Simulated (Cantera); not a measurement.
A Cantera script and what it prints.

```python
import numpy as np
import cantera as ct

gas_names = """
    F F2 H HF H2 H2F2 H3F3 H4F4 H5F5 H6F6 H7F7 N NF NF2 NF3 NH NH2 NH3 N2 N2H2 N2H4 Si SiF SiF2 SiF3
    SiF4 SiH SiHF3 SiH2 SiH2F2 SiH3 SiH3F SiH4 SiN Si2 Si2N Si3
""".split()
cond_names = """
    Si(cr) Si(L) Si3N4(a)
""".split()


# ... load() reads the species with a 1 bar reference pressure and builds the phases ...
atoms = {
    'Si3N4': {'Si': 3, 'N': 4},
    'NF3': {'N': 1, 'F': 3},
    'H2': {'H': 2},
}
top_T = {'Si3N4(a)': 2400}  # K; cautious upper limits of use, not melting points


# ... equilibrate(T, P, feed) seeds the gas with the atoms and calls Mixture.equilibrate('TP', solver="vcs", rtol=1e-11, max_steps=5000) ...
results = []
feed = {'Si3N4': 1, 'NF3': 14, 'H2': 23}  # mol
T = 1498.15  # K
for P in [1, 4.2, 18, 75, 320, 1300, 5600, 24000, 100000]:
    mix = equilibrate(T, P, feed)
    results.append((T, P, feed, dict(zip(mix.species_names, mix.species_moles))))

top = {s: max(r[3][s] / sum(r[3][g] for g in gas_names) for r in results) for s in gas_names}
cols = sorted((s for s in top if top[s] > 1e-05), key=lambda s: -top[s])[:5]
seen = [c for c in cond_names if any(r[3].get(c, 0) > 1e-12 for r in results)]
print("log10 of partial pressures in bar; condensed amounts in mol")
print(f"{'P/Pa':>10s}" + "".join(f"{s[:9]:>10s}" for s in cols + seen))
for T, P, feed, n in results:
    ng = sum(n[g] for g in gas_names)
    print(f"{P:10.4g}" + "".join(f"{np.log10(max(n[s] / ng * P / 1e5, 1e-99)):10.3f}" for s in cols)
          + "".join(f"{n.get(c, 0):10.4g}" for c in seen))
```

Result:

```
log10 of partial pressures in bar; condensed amounts in mol
      P/Pa        HF        N2        H2      SiF4      SiF3
         1    -5.220    -5.746    -5.806    -6.252    -7.435
       4.2    -4.598    -5.122    -5.177    -5.613    -7.105
        18    -3.966    -4.490    -4.543    -4.974    -6.780
        75    -3.347    -3.870    -3.922    -4.350    -6.466
       320    -2.717    -3.240    -3.291    -3.718    -6.149
      1300    -2.108    -2.631    -2.682    -3.109    -5.843
      5600    -1.474    -1.997    -2.048    -2.474    -5.526
   2.4e+04    -0.842    -1.365    -1.416    -1.842    -5.209
     1e+05    -0.222    -0.745    -0.796    -1.222    -4.899
```

Equilibrium computed with Cantera from the NASA thermochemical tables; the gas is ideal and each condensed phase is pure. The tables' values for SiF3, SiF2 are old estimates; treat these amounts as uncertain.
